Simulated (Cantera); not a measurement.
Charge: 1 mol Si, 0.022 mol O₂, 30 mol N₂, equilibrated at 10.0 mbar.

Cantera equilibrium calculation (NASA polynomials, part measured and part estimated; ideal gas, pure solids and liquids). Candidate condensed phases: Si, SiO₂, Si₂N₂O, Si₃N₄; 16 gas species. N₂ is the only nitrogen source here; it is nearly inert below about 1500 K, so the nitride shown seldom forms there in practice. Mutual solubility and eutectic melting of coexisting phases are not modelled. Rates play no part.

Q: What share of the Si ends up in condensed phases as a function of T (K), at 1025, 1125, 1225, 1325, 1425, 1525, 1625, 1725, 1825, 1925, 2025, 2125?

A: 
```tsv
T (K)	Si condensed (%)	as
1025	100.0	Si₂N₂O(s) + Si₃N₄(s)
1125	100.0	Si₂N₂O(s) + Si₃N₄(s)
1225	100.0	Si₂N₂O(s) + Si₃N₄(s)
1325	100.0	Si₂N₂O(s) + Si₃N₄(s)
1425	100.0	Si₂N₂O(s) + Si₃N₄(s)
1525	99.9	Si₂N₂O(s) + Si₃N₄(s)
1625	98.5	Si₂N₂O(s) + Si₃N₄(s)
1725	95.5	Si₃N₄(s)
1825	94.0	Si(l)
1925	89.6	Si(l)
2025	76.0	Si(l)
2125	37.1	Si(l)
```
